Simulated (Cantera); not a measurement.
Source: NASA polynomial tables (part measured, part estimated), evaluated in Cantera. Values are per mole of reaction as written; species without (g) are pure solids or liquids, kept so even where they would boil at 1 bar.

### Question
Between 1125 and 1525 K, where is each reaction favourable under standard conditions?
- Nb + 2 H2O(g) ⇌ NbO2(g) + 4 H(g)

### Answer
- Nb + 2 H2O(g) ⇌ NbO2(g) + 4 H(g): ΔG° is 774 kJ at 1125 K and 628 kJ at 1525 K; it stays positive (K < 1). ΔH° is 1191 kJ and ΔS° 369 J/K at 1525 K.
